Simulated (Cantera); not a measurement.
A perfectly stirred reactor is fed with 97.7 % N2O, 2.34 % H2O, at 100000 Pa; it is held at 1375 K, and followed from long to short residence time.

Detailed kinetics in Cantera: GRI-Mech 3.0 (53 species, 325 reactions). GRI-Mech 3.0 was tuned for natural gas; its chemistry of N2O as a main component is partial and can be far from experiment. The mechanism lacks the step 2 NO + O2 → 2 NO2, which can matter for NO2 below about 1400 K. The temperature is held fixed by assumption; the heat of reaction is taken as removed at once.

Q: Predict: x(N2O) at τ = 2.00 s; x(H2O) at τ = 2.00 s; x(OH) at τ = 2.00 s; x(O2) at τ = 2.00 s; x(H) at τ = 2.00 s; x(N2O) at τ = 0.140 s; x(H2O) at τ = 0.140 s; x(OH) at τ = 0.140 s; x(O2) at τ = 0.140 s; x(H) at τ = 0.140 s.

A: 
```
Item                    Result
---------------------  -------
x(N2O) at τ = 2.00 s    0.0417
x(H2O) at τ = 2.00 s    0.0161
x(OH) at τ = 2.00 s    4.01e-5
x(O2) at τ = 2.00 s      0.290
x(H) at τ = 2.00 s     1.22e-8
x(N2O) at τ = 0.140 s    0.319
x(H2O) at τ = 0.140 s   0.0182
x(OH) at τ = 0.140 s   6.44e-5
x(O2) at τ = 0.140 s     0.191
x(H) at τ = 0.140 s    2.97e-8
```
